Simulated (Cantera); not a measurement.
Input (Python, Cantera) and output of one run.

```python
import numpy as np
import cantera as ct

gas_names = """
    F F2 H HF H2 H2F2 H3F3 H4F4 H5F5 H6F6 H7F7 Pb PbF PbF2 PbF4 Pb2
""".split()
cond_names = """
    Pb(cr) Pb(L) PbF2(a) PbF2(b) PbF2(L)
""".split()


# ... load() reads the species with a 1 bar reference pressure and builds the phases ...
atoms = {
    'PbF2': {'Pb': 1, 'F': 2},
    'H2': {'H': 2},
}
top_T = {}  # K; cautious upper limits of use, not melting points


# ... equilibrate(T, P, feed) seeds the gas with the atoms and calls Mixture.equilibrate('TP', solver="vcs", rtol=1e-11, max_steps=5000) ...
results = []
feed = {'PbF2': 1, 'H2': 0.68}  # mol
T = 1673  # K
P = 120  # Pa
mix = equilibrate(T, P, feed)
results.append((T, P, feed, dict(zip(mix.species_names, mix.species_moles))))
print(gas.report(threshold=0.001))
for i in range(1, mix.n_phases):
    print(f"{mix.phase(i).name:16s} {mix.phase_moles(i):12.5e} mol")
```

Result:

```
       temperature   1673 K
          pressure   120 Pa
           density   0.00090125 kg/m^3
  mean mol. weight   104.47 kg/kmol
   phase of matter   gas

                          1 kg             1 kmol
                     ---------------   ---------------
          enthalpy       -1.0989e+06        -1.148e+08  J
   internal energy        -1.232e+06       -1.2871e+08  J
           entropy            2958.5        3.0907e+05  J/K
    Gibbs function       -6.0484e+06       -6.3188e+08  J
 heat capacity c_p             318.3             33253  J/K
 heat capacity c_v            238.71             24939  J/K

                      mass frac. Y      mole frac. X     chem. pot. / RT
                     ---------------   ---------------   ---------------
                HF           0.11035           0.57622           -50.976
                Pb           0.52135           0.26286           -17.381
               PbF            0.1178          0.054405           -49.419
              PbF2           0.24527            0.1045           -81.457
              PbF4         0.0052184         0.0019251           -145.53
     [  +11 minor]        1.6603e-05        8.4936e-05

Pb(L)             0.00000e+00 mol
PbF2(L)           0.00000e+00 mol
```

Cantera equilibrium calculation (NASA polynomials, part measured and part estimated; ideal gas, pure solids and liquids).
